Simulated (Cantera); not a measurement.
What does this Cantera script print?

```python
import numpy as np
import cantera as ct

gas_names = [...]  # 151 gases of nasa_gas.yaml made of C, H, N, O, Si
cond_names = """
    C(gr) C6H6(L) C7H8(L) C8H18(L),n-octa H2O(s) H2O(L) Si(cr) Si(L) SiC(b) SiO2(Lqz) SiO2(hqz) SiO2(L)
    Si2N2O(s) Si3N4(a)
""".split()


# ... load() reads the species with a 1 bar reference pressure and builds the phases ...
atoms = {
    'SiH4': {'Si': 1, 'H': 4},
    'O3': {'O': 3},
    'N2': {'N': 2},
    'CO2': {'C': 1, 'O': 2},
}
top_T = {'C(gr)': 4500, 'SiC(b)': 3050, 'Si2N2O(s)': 2100, 'Si3N4(a)': 2400}  # K; cautious upper limits of use, not melting points


# ... equilibrate(T, P, feed) seeds the gas with the atoms and calls Mixture.equilibrate('TP', solver="vcs", rtol=1e-11, max_steps=5000) ...
results = []
feed = {'SiH4': 1, 'O3': 1.7, 'N2': 2.8, 'CO2': 3.2}  # mol
T = 1175  # K
P = 5600  # Pa
mix = equilibrate(T, P, feed)
results.append((T, P, feed, dict(zip(mix.species_names, mix.species_moles))))
x = sorted(zip(gas.X, gas.species_names), reverse=True)
print(f"T = {T:g} K  P = {P:g} Pa  gas = {mix.phase_moles(0):.4g} mol")
print("   x: " + "  ".join(f"{s} {v:.3e}" for v, s in x if v > 0.0001))
print("   condensed (mol): " + ("  ".join(f"{mix.phase(i).name} {mix.phase_moles(i):.4g}"
      for i in range(1, mix.n_phases) if mix.phase_moles(i) > 1e-12) or "none"))
```

Output:

```
T = 1175 K  P = 5600 Pa  gas = 8.55 mol
   x: CO2 3.743e-01  N2 3.275e-01  H2O 2.339e-01  O2 6.430e-02
   condensed (mol): SiO2(hqz) 1
```

Method: chemical equilibrium by Gibbs-energy minimisation in Cantera with the NASA 1993 tables (ideal gas, pure condensed phases). The tables hold silica as quartz up to 1696 K and as liquid above; real silica turns to tridymite and cristobalite and melts near 1996 K.
